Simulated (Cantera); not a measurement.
**Calcination and drying: MgCO3 + H2**

A closed system holds: 1 mol MgCO3, 5.6 mol H2, equilibrated at 1973.15 K.

Equilibrium computed with Cantera from the NASA thermochemical tables; the gas is ideal and each condensed phase is pure. Candidate condensed phases: C, C6H6, C7H8, C8H18, H2O, Mg, MgCO3, MgO, Mg(OH)2; 116 gas species. The tables' values for MgH are old estimates; treat these amounts as uncertain. Rates play no part.

| P (Pa) | log p H2 | log p H2O | log p CO | log p Mg | log p H | log p CO2 | n MgO(s) |
|---|---|---|---|---|---|---|---|
| 10 | -4.37 | -4.64 | -4.95 | -4.90 | -5.06 | -5.87 | 0 |
| 42 | -3.64 | -4.09 | -4.27 | -4.54 | -4.69 | -5.37 | 0.494 |
| 180 | -2.94 | -3.54 | -3.60 | -4.38 | -4.34 | -4.86 | 0.842 |
| 750 | -2.29 | -2.95 | -2.97 | -4.33 | -4.01 | -4.28 | 0.957 |
| 3200 | -1.65 | -2.33 | -2.34 | -4.31 | -3.70 | -3.67 | 0.990 |
| 13000 | -1.04 | -1.73 | -1.73 | -4.30 | -3.39 | -3.06 | 0.997 |
| 56000 | -0.41 | -1.09 | -1.09 | -4.30 | -3.07 | -2.43 | 0.999 |
| 240000 | 0.23 | -0.46 | -0.46 | -4.30 | -2.76 | -1.80 | 1.000 |
| 1000000 | 0.85 | 0.16 | 0.16 | -4.30 | -2.45 | -1.18 | 1.000 |
log p: log10 of the partial pressure in bar; n: condensed amount in mol.

At 0.0750 Torr nothing is condensed. From 0.315 Torr to 7500 Torr the condensed part is MgO(s). The main Mg-bearing gas is Mg throughout.
